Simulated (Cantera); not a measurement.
A closed system holds: 1 mol CHF3, 0.1 mol H2, equilibrated at 1675 °C and 0.0100 bar.

Equilibrium computed with Cantera from the NASA thermochemical tables; the gas is ideal and each condensed phase is pure. Candidate condensed phases: C, C6H6, C7H8, C8H18; 95 gas species. Gases not in the tables: C2F6 and larger saturated fluorocarbons. Kinetics and transport are ignored.

Question: What is the equilibrium state?

Answer: 
```
Item                Value
--------------  ---------
x(HF)               0.706
x(CF4)              0.242
x(CF2)             0.0352
x(F)               0.0151
x(CF3)            0.00221
x(CF)             5.37e-5
x(CHF3)           3.43e-6
x(H)              1.98e-6
n(C(graphite))  0.525 mol
gas amount      1.700 mol
```
